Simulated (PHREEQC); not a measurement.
Consider water at 25 °C with 28 mmol/kgw Na2SO4 and 0.3 mmol/kgw H4SiO4. Closed to the air; pH follows from the charge balance.

The numbers come from PHREEQC with the ion-association model, phreeqc.dat.

Question: The ionic strength comes out as 0.0786 mol/kgw. What activity coefficients do Na+, SO4-2, NaSO4- get?

Answer: Na+ 0.80, SO4-2 0.40, NaSO4- 0.80.

No solid was allowed to form. The solution is supersaturated, for example in Quartz (slow to form), so a real one may precipitate; this is no full list. Species that the database lacks are ignored.
